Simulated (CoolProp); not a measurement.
Vapour-liquid equilibrium of acetone (1) + benzene (2) at 413.5 K; x and y are mole fractions of (1).

Values from CoolProp's multi-fluid Helmholtz-energy mixture model, Lemmon 2006 and Thol 2012; pair parameters Bell 2016.

```csv
x,"bubble pressure, mixture model (kPa)","bubble pressure, Raoult's law (kPa)","y, mixture model","y, Raoult's law"
0.05,510.2,499.3,0.105,0.094
0.15,571.9,545.8,0.270,0.259
0.25,627.0,592.3,0.397,0.397
0.35,677.0,638.7,0.502,0.516
0.45,723.2,685.2,0.592,0.618
0.55,766.6,731.7,0.674,0.707
0.65,807.9,778.2,0.751,0.786
0.75,847.4,824.7,0.824,0.856
0.85,885.6,871.2,0.895,0.918
0.95,922.7,917.6,0.965,0.974
```

The largest gap from Raoult's law is +6.0 % in bubble pressure, at x = 0.35. No azeotrope shows between x = 0.05 and 0.95.

The pair parameters rest on a limited set of measurements; away from them the model extrapolates.
